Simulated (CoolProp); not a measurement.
A closed Brayton cycle with dry air: compressor inlet 309.15 K and 6.8 MPa, high pressure 21 MPa, turbine inlet 825 K, compressor efficiency 0.85, turbine efficiency 0.9, recuperator effectiveness 0.95 (on enthalpy, no pinch check). Each further row changes one setting.

Values from CoolProp's reference Helmholtz-energy equation of state, Lemmon 2000. It is a pseudo-pure fit of the blend.

| case | thermal efficiency (%) | net work (kJ/kg) | compressor to turbine work | compressor exit (K) | turbine exit (K) |
|---|---|---|---|---|---|
| as stated | 31.5 | 73.5 | 0.66 | 448.9 | 632.2 |
| turbine inlet 775 K | [?] | 60.2 | 0.71 | 448.9 | 592.1 |
| compressor inlet 319.15 K | [?] | 68.4 | 0.69 | 463.2 | 632.2 |
| high pressure 17.8 MPa | [?] | 69.8 | 0.63 | 425.6 | [?] |
| recuperator effectiveness 0.5 | 22.9 | 73.5 | 0.66 | 448.9 | 632.2 |

What belongs in the gaps?


- turbine inlet 775 K, thermal efficiency (%): 27.6
- compressor inlet 319.15 K, thermal efficiency (%): 29.5
- high pressure 17.8 MPa, thermal efficiency (%): 33.6
- high pressure 17.8 MPa, turbine exit (K): 657.4
